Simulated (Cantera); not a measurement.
An adiabatic, constant-pressure homogeneous reactor starts with H₂ : O₂ : N₂ = 1 : 0.98 : 3.69 (molar parts), equivalence ratio 0.51, at 1123 K and 4350 Torr. Integrator tolerance rtol = 1e-08.

Detailed kinetics in Cantera: the H2/O2 subset of GRI-Mech 3.0, which has no nitrogen chemistry. The hydrogen kinetics of GRI-Mech 3.0 are dated; newer H2 mechanisms differ, most at raised pressure.

**Question.** What does this change do: O2 0.98 to 0.33 parts?

**Answer.** 
| quantity | before | after |
|---|---|---|
| time of steepest temperature rise | 0.323 ms | 0.361 ms |
| temperature at 0.300 s | 2346 K | 2075 K |
| equilibrium temperature | 2346 K | 2075 K |
| x(H₂) at 0.300 s | 0.000702 (gas-phase equilibrium 0.000702) | 0.0724 (gas-phase equilibrium 0.0724) |
| x(O₂) at 0.300 s | 0.0910 (gas-phase equilibrium 0.0910) | 1.64e-7 (gas-phase equilibrium 1.64e-7) |
| x(H₂O₂) at 0.300 s | 6.81e-7 (gas-phase equilibrium 6.81e-7) | 3.24e-10 (gas-phase equilibrium 3.24e-10) |
| x(OH) at 0.300 s | 0.00624 (gas-phase equilibrium 0.00624) | 6.64e-5 (gas-phase equilibrium 6.64e-5) |
| x(H₂O) at 0.300 s | 0.189 (gas-phase equilibrium 0.189) | 0.141 (gas-phase equilibrium 0.141) |

**Question.** What does this change do: H2 1 to 3 parts?

**Answer.** 
| quantity | before | after |
|---|---|---|
| time of steepest temperature rise | 0.323 ms | 0.264 ms |
| temperature at 0.300 s | 2346 K | 2809 K |
| equilibrium temperature | 2346 K | 2809 K |
| x(H₂) at 0.300 s | 0.000702 (gas-phase equilibrium 0.000702) | 0.151 (gas-phase equilibrium 0.151) |
| x(O₂) at 0.300 s | 0.0910 (gas-phase equilibrium 0.0910) | 0.000306 (gas-phase equilibrium 0.000306) |
| x(H₂O₂) at 0.300 s | 6.81e-7 (gas-phase equilibrium 6.81e-7) | 1.51e-7 (gas-phase equilibrium 1.51e-7) |
| x(OH) at 0.300 s | 0.00624 (gas-phase equilibrium 0.00624) | 0.00722 (gas-phase equilibrium 0.00722) |
| x(H₂O) at 0.300 s | 0.189 (gas-phase equilibrium 0.189) | 0.281 (gas-phase equilibrium 0.281) |
